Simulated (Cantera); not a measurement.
Premixed flame

A freely propagating, adiabatic, planar premixed flame of 8.82 % CH4, 0.904 % H2, 19.0 % O2, 71.3 % N2, equivalence ratio 0.95, unburnt at 575 K and 101000 Pa; mixture-averaged transport, grid criteria slope 0.08 and curve 0.16, no radiation.

Cantera simulation using GRI-Mech 3.0 (53 species, 325 reactions); the numbers are that mechanism's predictions, not measurements. Burning velocities carry a grid error of a few per cent, more on coarse grids.

```csv
z (mm),T (K),u (m/s),x CH4,x H2,x O2,x CH2O,x CH3,x NO2
-0.986,575,1.25,0.0881,0.00950,0.190,5.61e-8,1.73e-8,<1e-8
-0.657,576,1.25,0.0879,0.0104,0.189,9.31e-7,1.95e-7,<1e-8
-0.493,582,1.27,0.0874,0.0118,0.189,8.14e-6,1.22e-6,<1e-8
-0.329,625,1.36,0.0845,0.0145,0.186,8.38e-5,1.15e-5,2.79e-8
-0.164,965,2.13,0.0631,0.0197,0.159,0.000707,0.000365,3.97e-8
-0.0821,1367,3.05,0.0358,0.0224,0.120,0.00108,0.00194,1.76e-8
0,1753,3.94,0.00896,0.0217,0.0720,0.000732,0.00214,<1e-8
0.0821,1916,4.31,0.000723,0.0165,0.0435,0.000128,0.000287,<1e-8
0.164,1963,4.40,3.07e-5,0.0136,0.0333,6.91e-6,1.35e-5,<1e-8
0.329,2015,4.49,8.99e-8,0.0127,0.0278,2.27e-8,4.39e-8,<1e-8
0.657,2083,4.62,<1e-8,0.0118,0.0246,<1e-8,<1e-8,<1e-8
1.31,2162,4.77,<1e-8,0.00978,0.0218,<1e-8,<1e-8,<1e-8
2.63,2238,4.92,<1e-8,0.00747,0.0189,<1e-8,<1e-8,1.38e-8
```
x: mole fraction of selected species; z is measured from the peak of heat release.

* **laminar burning velocity**: 125 cm/s
* **thermal thickness**: 0.329 mm
* **peak x(CH2O)**: 0.00108
* **peak x(CH3)**: 0.00268
* **grid points**: 146
